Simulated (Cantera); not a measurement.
# Thermodynamics of aluminium nitride and oxide growth, feed Al + O2 + H2

Charge: 1 mol Al, 3.8 mol O2, 8.3 mol H2, held at 1523.15 K and 20.0 Pa.

Equilibrium computed with Cantera from the NASA thermochemical tables; the gas is ideal and each condensed phase is pure. Candidate condensed phases: Al, Al2O3, H2O; 19 gas species. The numbers say what is thermodynamically allowed, not how fast it happens.

```
Quantity                             Result
--------------------------------  ---------
x(H2O)                                0.735
x(H2)                                 0.265
x(H)                               0.000842
x(OH)                               7.21e-5
n(Al2O3(s))                       0.500 mol
gas amount                        8.304 mol
log10 activity of Al(l) (absent)     -12.66
```
